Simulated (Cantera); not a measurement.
A closed system holds: 1 mol Si, 0.12 mol N2O, a varied amount of H2, equilibrated at 1 atm.

Method: chemical equilibrium by Gibbs-energy minimisation in Cantera with the NASA 1993 tables (ideal gas, pure condensed phases). Candidate condensed phases: H2O, Si, SiO2, Si2N2O, Si3N4; 35 gas species. Mutual solubility and eutectic melting of coexisting phases are not modelled. Kinetics and transport are ignored.

**Question.** What condenses at these points (T in °C, n(H2) in mol): (1002, 46); (852, 89); (1527, 89); (1077, 61); (702, 18)?

**Answer.** 
```json
[
 {"T (°C)": "1002", "n(H2) in mol": "46", "condensed phases": "Si + Si2N2O", "Si condensed (%)": "100.0"},
 {"T (°C)": "852", "n(H2) in mol": "89", "condensed phases": "Si + Si2N2O", "Si condensed (%)": "100.0"},
 {"T (°C)": "1527", "n(H2) in mol": "89", "condensed phases": "Si", "Si condensed (%)": "87.7"},
 {"T (°C)": "1077", "n(H2) in mol": "61", "condensed phases": "Si + Si2N2O", "Si condensed (%)": "100.0"},
 {"T (°C)": "702", "n(H2) in mol": "18", "condensed phases": "Si + Si2N2O", "Si condensed (%)": "100.0"}
]
```
